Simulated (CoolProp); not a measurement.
Vapour-liquid equilibrium of n-pentane (1) + toluene (2) at 5.33 bar; x and y are mole fractions of (1).

Model: multi-fluid Helmholtz-energy mixture model, Thol 2019 and Lemmon 2006; pair parameters Bell 2016, in CoolProp.

```csv
x,bubble temperature (K),y at the bubble point,dew temperature at overall composition x (K),liquid density (mol/L)
0.05,443.8,0.211,452.3,7.677
0.15,426.3,0.489,447.1,7.785
0.25,413.3,0.651,441.6,7.836
0.35,403.4,0.751,435.7,7.848
0.45,395.6,0.819,429.1,7.833
0.55,389.3,0.867,421.7,7.800
0.65,383.8,0.905,413.3,7.753
0.75,379.0,0.937,403.5,7.696
0.85,374.6,0.964,391.6,7.632
0.95,370.5,0.988,376.9,7.563
```

No azeotrope shows between x = 0.05 and 0.95.

The pair parameters rest on a limited set of measurements; away from them the model extrapolates.
